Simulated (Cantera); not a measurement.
Charge: 1 mol HF, 0.65 mol H₂O, 0.04 mol O₂, 0.32 mol H₂, held at 82.5 Torr.

Method: chemical equilibrium by Gibbs-energy minimisation in Cantera with the NASA 1993 tables (ideal gas, pure condensed phases). Candidate condensed phases: H₂O; 22 gas species. Rates play no part.

x: gas mole fraction; nothing condenses.

```json
[
 {"T (K)": "1850", "x HF": "0.507", "x H₂O": "0.370", "x H₂": "0.122", "x H": "…", "x OH": "0.000127"},
 {"T (K)": "1900", "x HF": "0.507", "x H₂O": "0.370", "x H₂": "0.121", "x H": "…", "x OH": "0.000209"},
 {"T (K)": "1950", "x HF": "0.507", "x H₂O": "0.370", "x H₂": "0.121", "x H": "…", "x OH": "0.000333"},
 {"T (K)": "2000", "x HF": "0.507", "x H₂O": "0.370", "x H₂": "0.121", "x H": "…", "x OH": "0.000520"},
 {"T (K)": "2050", "x HF": "0.507", "x H₂O": "0.369", "x H₂": "0.121", "x H": "…", "x OH": "0.000794"},
 {"T (K)": "2100", "x HF": "0.506", "x H₂O": "0.368", "x H₂": "0.121", "x H": "…", "x OH": "0.00119"},
 {"T (K)": "2150", "x HF": "0.506", "x H₂O": "0.367", "x H₂": "0.120", "x H": "…", "x OH": "0.00174"},
 {"T (K)": "2200", "x HF": "0.505", "x H₂O": "0.366", "x H₂": "0.120", "x H": "…", "x OH": "0.00251"},
 {"T (K)": "2250", "x HF": "0.505", "x H₂O": "0.364", "x H₂": "0.120", "x H": "…", "x OH": "0.00354"}
]
```

What belongs in the gaps?


- 1850, x H: 0.000566
- 1900, x H: 0.000834
- 1950, x H: 0.00120
- 2000, x H: 0.00171
- 2050, x H: 0.00238
- 2100, x H: 0.00326
- 2150, x H: 0.00441
- 2200, x H: 0.00588
- 2250, x H: 0.00774
